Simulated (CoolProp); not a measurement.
The numbers come from the reference Helmholtz-energy equation of state, Wu 2011 in CoolProp.

Q: For dimethyl ether, give the phase and the cp (kJ/(kg K)), speed of sound (m/s), isothermal compressibility (1/MPa), expansivity (1/kK) at 251.85 °C and 1330 kPa; 251.85 °C and 2400 kPa.

A: 
- 251.85 °C and 1330 kPa: gas; cp 2.14, speed of sound 312, isothermal compressibility 0.781, expansivity 2.16
- 251.85 °C and 2400 kPa: gas; cp 2.18, speed of sound 305, isothermal compressibility 0.446, expansivity 2.39
